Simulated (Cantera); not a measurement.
Charge: 1 mol Si3N4, 0.0012 mol H2O, 8.8 mol H2, at 1798.15 K and 2.50 bar.

These are equilibrium values from Cantera (NASA tables, ideal gas, pure condensed phases), not measurements of a reactor. Candidate condensed phases: H2O, Si, SiO2, Si2N2O, Si3N4; 35 gas species. Mutual solubility and eutectic melting of coexisting phases are not modelled. Gases not in the tables: Si2H6 and higher silanes. Kinetics and transport are ignored.

Base state: H2 0.996, N2 0.00342, H 0.000223, SiO 0.000127, SiH2 2.94e-5 (mole fractions); condensed: Si(l) + Si2N2O(s) + Si3N4(s).

### Question
What changes in the equilibrium state with this change: pressure from 2.50 bar to 0.130 Pa?

### Answer
```csv
species,before,after
H2,0.996,0.465
H,0.000223,0.211
Si,1.24e-6,0.194
N2,0.00342,0.130
Si2,7.43e-9,9.51e-5
SiN,5.09e-8,3.55e-5
SiH,2.24e-6,0.000173
"Si(l), mol",0.0438,0
"Si2N2O(s), mol",7.10e-5,0
"Si3N4(s), mol",0.985,0
```
The tables' values for SiN are old estimates; treat these amounts as uncertain.
